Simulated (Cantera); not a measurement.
Cantera run:

```python
import numpy as np
import cantera as ct

gas_names = """
    Cu CuO Cu2 H HNO HNO2 HNO3 HO2 H2 H2O H2O2 N NH NH2 NH3 NH2OH NO NO2 NO3 N2 N2H2 N2H4 N2O O OH O2 O3
""".split()
cond_names = """
    Cu(cr) Cu(L) CuO(s) CuO2H2(s) Cu2O(s) Cu2O(L) H2O(s) H2O(L)
""".split()


def load(file, names, dense=False):
    # The tables refer to 1 bar. Condensed volumes are neglected.
    table = {s.name: s for s in ct.Species.list_from_file(file)}
    out = []
    for n in names:
        d = dict(table[n].input_data)
        d["thermo"] = dict(d["thermo"], **{"reference-pressure": 1e5})
        if dense:
            d["equation-of-state"] = {"model": "constant-volume", "density": "1e6 g/cm^3"}
        out.append(ct.Species.from_dict(d))
    return out


gas = ct.Solution(thermo="ideal-gas", species=load("nasa_gas.yaml", gas_names))
cond = {s.name: ct.Solution(thermo="fixed-stoichiometry", species=[s], name=s.name)
        for s in load("nasa_condensed.yaml", cond_names, dense=True)}
atoms = {
    'Cu2O': {'Cu': 2, 'O': 1},
    'H2': {'H': 2},
    'N2': {'N': 2},
}
top_T = {'CuO(s)': 1390}  # K; cautious upper limits of use, not melting points


def equilibrate(T, P, feed):
    n = {}
    for name, mol in feed.items():
        for a, k in atoms[name].items():
            n[a] = n.get(a, 0.0) + k * mol
    gas.TPX = T, P, n
    mass = sum(n.values()) * gas.mean_molecular_weight
    gas.equilibrate("TP")
    valid = [c for c in cond.values() if c.min_temp <= T <= top_T.get(c.name, c.max_temp)]
    mix = ct.Mixture([(gas, mass / gas.mean_molecular_weight)] + [(c, 0.0) for c in valid])
    mix.T, mix.P = T, P
    mix.equilibrate("TP", solver="vcs", rtol=1e-11, max_steps=5000)
    return mix


results = []
feed = {'Cu2O': 1, 'H2': 2.4, 'N2': 17}  # mol
P = 14000  # Pa
for T in [1350, 1400, 1450, 1500, 1550, 1600, 1650]:
    mix = equilibrate(T, P, feed)
    results.append((T, P, feed, dict(zip(mix.species_names, mix.species_moles))))
    x = sorted(zip(gas.X, gas.species_names), reverse=True)
    print(f"T = {T:g} K  P = {P:g} Pa  gas = {mix.phase_moles(0):.4g} mol")
    print("   x: " + "  ".join(f"{s} {v:.3e}" for v, s in x if v > 0.001))
    print("   condensed (mol): " + ("  ".join(f"{mix.phase(i).name} {mix.phase_moles(i):.4g}"
          for i in range(1, mix.n_phases) if mix.phase_moles(i) > 1e-12) or "none"))
```

Output:

```
T = 1350 K  P = 14000 Pa  gas = 19.4 mol
   x: N2 8.763e-01  H2 7.216e-02  H2O 5.155e-02
   condensed (mol): Cu(cr) 2
T = 1400 K  P = 14000 Pa  gas = 19.4 mol
   x: N2 8.763e-01  H2 7.216e-02  H2O 5.155e-02
   condensed (mol): Cu(L) 2
T = 1450 K  P = 14000 Pa  gas = 19.4 mol
   x: N2 8.763e-01  H2 7.216e-02  H2O 5.154e-02
   condensed (mol): Cu(L) 2
T = 1500 K  P = 14000 Pa  gas = 19.4 mol
   x: N2 8.762e-01  H2 7.215e-02  H2O 5.154e-02
   condensed (mol): Cu(L) 1.999
T = 1550 K  P = 14000 Pa  gas = 19.4 mol
   x: N2 8.762e-01  H2 7.214e-02  H2O 5.154e-02
   condensed (mol): Cu(L) 1.997
T = 1600 K  P = 14000 Pa  gas = 19.41 mol
   x: N2 8.760e-01  H2 7.212e-02  H2O 5.153e-02
   condensed (mol): Cu(L) 1.994
T = 1650 K  P = 14000 Pa  gas = 19.41 mol
   x: N2 8.758e-01  H2 7.209e-02  H2O 5.151e-02
   condensed (mol): Cu(L) 1.989
```

These are equilibrium values from Cantera (NASA tables, ideal gas, pure condensed phases), not measurements of a reactor.
